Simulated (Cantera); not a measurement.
A closed system holds: 1 mol Si, 4 mol Br2, 0.76 mol N2, at 1298 K and 1.00 bar.

Method: chemical equilibrium by Gibbs-energy minimisation in Cantera with the NASA 1993 tables (ideal gas, pure condensed phases). Candidate condensed phases: Br2, Si, Si3N4; 13 gas species. The tables' values for SiBr3 are old estimates; treat these amounts as uncertain. Rates play no part.

Base state: Br2 0.486, SiBr4 0.258, N2 0.196, Br 0.0605, SiBr3 1.33e-5 (mole fractions); condensed: gas only.

### Question
What changes in the equilibrium state with this change: pressure from 1.00 bar to 78.0 mbar?

### Answer
```csv
species,before,after
Br2,0.486,0.384
SiBr4,0.258,0.240
Br,0.0605,0.193
N2,0.196,0.183
SiBr3,1.33e-5,4.97e-5
```
